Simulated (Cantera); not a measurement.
## Ammonia decomposition in nitride growth gas

An isothermal, constant-pressure homogeneous reactor starts with NH3 : H2 = 1 : 0.23 (molar parts), at 2100 K and 13300 Pa.

Computed with Cantera and the gas-phase N/H chemistry of the illustrative SiF4/NH3 mechanism in the Surface Chemkin manual (1991). Walls and surfaces, which speed up NH3 decomposition in real reactors, are not modelled.

| t (s) | x NH3 | x H2 | x NH | x N | x N2 | x N2H2 | x H |
|---|---|---|---|---|---|---|---|
| 5.00e-6 | 0.813 | 0.187 | 3.46e-9 | <1e-12 | 1.63e-12 | 4.01e-10 | 3.16e-6 |
| 3.50e-5 | 0.813 | 0.187 | 3.81e-7 | 1.67e-9 | 2.15e-8 | 5.85e-8 | 1.69e-5 |
| 0.000245 | 0.811 | 0.188 | 1.46e-5 | 4.24e-7 | 9.16e-5 | 4.54e-6 | 9.97e-5 |
| 0.00171 | 0.793 | 0.200 | 2.85e-5 | 1.13e-6 | 0.00480 | 1.09e-5 | 0.000155 |
| 0.0120 | 0.680 | 0.282 | 2.88e-5 | 1.35e-6 | 0.0361 | 8.48e-6 | 0.000225 |
| 0.0836 | 0.278 | 0.573 | 2.41e-5 | 1.80e-6 | 0.147 | 2.53e-6 | 0.000598 |
| 0.585 | 0.00162 | 0.770 | 5.15e-6 | 2.43e-6 | 0.223 | 9.61e-9 | 0.00468 |
| 4.09 | 7.03e-6 | 0.769 | 5.83e-8 | 4.44e-8 | 0.223 | <1e-12 | 0.00753 |
| 28.6 | 1.05e-6 | 0.769 | 8.72e-9 | 6.64e-9 | 0.223 | <1e-12 | 0.00753 |
| 200 | 7.28e-7 | 0.769 | 6.03e-9 | 4.60e-9 | 0.223 | <1e-12 | 0.00753 |
x: mole fraction; the columns are a selection and need not sum to one.

Equilibrium at this temperature and pressure: NH3 7.28e-7, H2 0.769, NH 6.03e-9, N 4.60e-9, N2 0.223, N2H2 <1e-12, H 0.00753 (gas phase only).
